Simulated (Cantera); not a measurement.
Input: 1 mol H2S, 0.095 mol H2, at 7.50 Torr.

Method: chemical equilibrium by Gibbs-energy minimisation in Cantera with the NASA 1993 tables (ideal gas, pure condensed phases). Candidate condensed phases: S; 7 gas species. Kinetics and transport are ignored. All values below are at 2125 K.

Base state: H2 0.623, S2 0.262, SH 0.0375, S 0.0352, H 0.0287, H2S 0.0137 (mole fractions); condensed: gas only.

### Question
What changes in the equilibrium state with this change: pressure from 7.50 Torr to 82.5 Torr?

### Answer
```json
[
 {"species": "H2", "before": "0.623", "after": "0.626"},
 {"species": "S2", "before": "0.262", "after": "0.270"},
 {"species": "H2S", "before": "0.0137", "after": "0.0463"},
 {"species": "S", "before": "0.0352", "after": "0.0108"},
 {"species": "H", "before": "0.0287", "after": "0.00866"},
 {"species": "SH", "before": "0.0375", "after": "0.0382"}
]
```
